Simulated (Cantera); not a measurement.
A closed system holds: 1 mol Ti, 0.52 mol CH4, held at 1750 K and 7.50 Torr.

Equilibrium computed with Cantera from the NASA thermochemical tables; the gas is ideal and each condensed phase is pure. Candidate condensed phases: C, C6H6, C7H8, C8H18, Ti, TiC; 77 gas species. Mutual solubility and eutectic melting of coexisting phases are not modelled. TiC: taken at fixed stoichiometry. Condensed phases not in the tables: N, O or C dissolved in the metal. Kinetics and transport are ignored.

Base state: H2 0.998, H 0.00232, Ti 2.05e-5 (mole fractions); condensed: Ti(β) + TiC(s).

**Question.** What changes in the equilibrium state with this change: Ti replaced by TiCl4?

**Answer.** 
| species | before | after |
|---|---|---|
| HCl | 0 | 0.650 |
| TiCl3 | 0 | 0.228 |
| H2 | 0.998 | 0.0692 |
| TiCl4 | 0 | 0.0421 |
| TiCl2 | 0 | 0.00581 |
| Cl | 0 | 0.00444 |
| Ti | 2.05e-5 | <1e-9 |
| H | 0.00232 | 0.000612 |
| Ti(β), mol | 0.480 | 0 |
| TiC(s), mol | 0.520 | 0.274 |
| C(graphite), mol | 0 | 0.246 |
The tables' values for TiCl2 are old estimates; treat these amounts as uncertain. Further candidate phases: TiCl2, TiCl3, TiCl4.
